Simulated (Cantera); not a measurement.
An adiabatic, constant-pressure homogeneous reactor starts with CH₄ : O₂ : N₂ = 1 : 5.41 : 20.3 (molar parts), equivalence ratio 0.37, at 1548 K and 5.00 bar. Integrator tolerance rtol = 1e-08.

Computed with Cantera and GRI-Mech 3.0 (53 species, 325 reactions).

Question: What does this change do: O2 5.41 to 3.1 parts?

Answer: 
| quantity | before | after |
|---|---|---|
| time of steepest temperature rise | 0.156 ms | 0.291 ms |
| temperature at 0.300 s | 2288 K | 2359 K |
| equilibrium temperature | 2288 K | 2359 K |
| x(CH₄) at 0.300 s | <1e-12 (gas-phase equilibrium <1e-12) | <1e-12 (gas-phase equilibrium <1e-12) |
| x(O₂) at 0.300 s | 0.121 (gas-phase equilibrium 0.121) | 0.0408 (gas-phase equilibrium 0.0408) |
| x(CO) at 0.300 s | 0.000515 (gas-phase equilibrium 0.000515) | 0.00147 (gas-phase equilibrium 0.00147) |
| x(C₂H) at 0.300 s | <1e-12 (gas-phase equilibrium <1e-12) | <1e-12 (gas-phase equilibrium <1e-12) |
| x(CH₂O) at 0.300 s | <1e-12 (gas-phase equilibrium <1e-12) | 1.50e-12 (gas-phase equilibrium 1.50e-12) |
